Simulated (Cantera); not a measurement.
An isothermal, constant-pressure homogeneous reactor starts with C3H8 : H2 : H2O = 1 : 22 : 0.89 (molar parts), at 1850 K and 1330 Pa.

Cantera simulation using GRI-Mech 3.0 (53 species, 325 reactions); the numbers are that mechanism's predictions, not measurements. GRI-Mech 3.0 was tuned for natural gas; its chemistry of propane as a main component is partial and can be far from experiment. GRI-Mech 3.0 stops at C3 and has no aromatics, soot or wall deposition, so with more carbon than oxygen in the feed, carbon stays in small species such as C2H2 where larger ones or solid carbon would form. Radical loss at walls, strong at low pressure, is not modelled.

x: mole fraction; the columns are a selection and need not sum to one.

| t (s) | x C3H8 | x H2 | x CH2 | x C2H6 | x CH4 | x C2H4 |
|---|---|---|---|---|---|---|
| 2.00e-5 | 0.0338 | 0.912 | 2.59e-6 | 0.000405 | 0.00166 | 0.00319 |
| 6.32e-5 | 0.0144 | 0.889 | 3.84e-5 | 0.000992 | 0.0160 | 0.0167 |
| 0.000200 | 5.72e-5 | 0.866 | 6.16e-5 | 0.000124 | 0.0438 | 0.0182 |
| 0.000632 | 1.74e-8 | 0.873 | 3.13e-5 | 3.01e-5 | 0.0454 | 0.00511 |
| 0.00200 | 7.92e-9 | 0.878 | 1.80e-5 | 1.83e-5 | 0.0432 | 0.000886 |
| 0.00632 | 2.98e-9 | 0.883 | 9.79e-6 | 9.93e-6 | 0.0385 | 0.000391 |
| 0.0200 | 9.54e-10 | 0.889 | 5.46e-6 | 4.80e-6 | 0.0313 | 0.000204 |
| 0.0632 | 2.69e-10 | 0.896 | 3.90e-6 | 2.07e-6 | 0.0206 | 9.50e-5 |
| 0.200 | 3.20e-11 | 0.904 | 2.57e-6 | 4.93e-7 | 0.00924 | 3.10e-5 |
| 0.632 | 3.21e-12 | 0.910 | … | … | … | … |
| 2.00 | <1e-12 | 0.917 | … | … | … | … |

Question: Fill in the missing entries.

Answer: 
- 0.632, x CH2: 1.57e-6
- 0.632, x C2H6: 1.05e-7
- 0.632, x CH4: 0.00391
- 0.632, x C2H4: 1.47e-5
- 2.00, x CH2: 1.13e-6
- 2.00, x C2H6: 4.48e-8
- 2.00, x CH4: 0.00247
- 2.00, x C2H4: 1.10e-5
